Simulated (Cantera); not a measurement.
Charge: 1 mol SiHCl₃, 0.22 mol N₂, 35 mol H₂, held at 8.90e-5 bar.

Method: chemical equilibrium by Gibbs-energy minimisation in Cantera with the NASA 1993 tables (ideal gas, pure condensed phases). Candidate condensed phases: NH₄Cl, Si, Si₃N₄; 28 gas species. N₂ is the only nitrogen source here; it is nearly inert below about 1500 K, so the nitride shown seldom forms there in practice. The tables' values for SiCl₃ are old estimates; treat these amounts as uncertain. Kinetics and transport are ignored. All values below are at 1000 K.

Base state: H₂ 0.937, HCl 0.0527, SiCl₂ 0.00504, SiCl₄ 0.00366, SiCl₃ 0.000873, SiHCl₃ 0.000458 (mole fractions); condensed: Si(s) + Si₃N₄(s).

Problem. What changes in the equilibrium state with this change: pressure from 8.90e-5 bar to 0.720 bar?

Solution. 
```
species         before     after
-------------  -------  --------
H₂               0.937     0.966
HCl             0.0527    0.0151
SiCl₄          0.00366    0.0124
SiCl₂          0.00504   2.65e-5
SiH₂Cl₂        6.19e-6  0.000272
Si(s), mol       0.300         0
Si₃N₄(s), mol    0.110     0.110
```
